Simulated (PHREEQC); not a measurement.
Consider water at 58 °C with 0.06 mol/kgw Pb(NO3)2 and 0.8 mol/kgw NaNO3. Closed to the air; pH follows from the charge balance.

All values are PHREEQC results (ion-association model, wateq4f.dat), not measurements.

### Question
The ionic strength comes out as 0.889 mol/kgw. What activity coefficients do Pb2OH+3, NO3-, Pb+2, PbNO3+, H+ get?

### Answer
Pb2OH+3 0.085, NO3- 0.54, Pb+2 0.33, PbNO3+ 0.76, H+ 0.73.

Precipitation was switched off in this run. Examples of supersaturated solids here: Pb(OH)2. Others may be too. Caution: at this ionic strength the ion-association model is outside its range; a Pitzer model would be the better tool where its parameters exist. Constants without temperature data keep their 25 °C values here.
